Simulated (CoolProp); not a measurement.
n-pentane along the isotherm 257.65 °C: density (kg/m³) from the reference equation and from simpler models built on Tc = 196.5 °C, pc = 3368 kPa, ω = 0.251; each cubic takes its own stable root.

Values from CoolProp's reference Helmholtz-energy equation of state, Thol 2019.

```
p (kPa)          phase  reference
-------  -------------  ---------
601                gas      10.24
1200               gas      21.40
1800               gas      33.75
2410               gas      47.79
3010               gas      63.51
3610     supercritical      81.71
4210     supercritical      103.3
4810     supercritical      129.3
5410     supercritical      160.7
6010     supercritical      196.0
6610     supercritical      230.4
7220     supercritical      259.9
7820     supercritical      283.1
8420     supercritical      301.7
```

### Question
How far does each simpler model (ideal gas, van der Waals, Redlich-Kwong, Soave-Redlich-Kwong, Peng-Robinson) lie from the reference over these 14 states: mean and median of the absolute difference, and the worst?

### Answer
- ideal gas: mean 34.1 %, median 36.3 %, worst -54.9 % at 257.65 °C and 7820 kPa
- van der Waals: mean 5.8 %, median 5.2 %, worst -14.1 % at 257.65 °C and 8420 kPa
- Redlich-Kwong: mean 2.9 %, median 2.5 %, worst -6.6 % at 257.65 °C and 8420 kPa
- Soave-Redlich-Kwong: mean 5.7 %, median 3.2 %, worst -13.9 % at 257.65 °C and 7820 kPa
- Peng-Robinson: mean 3.4 %, median 2.3 %, worst -7.4 % at 257.65 °C and 7820 kPa
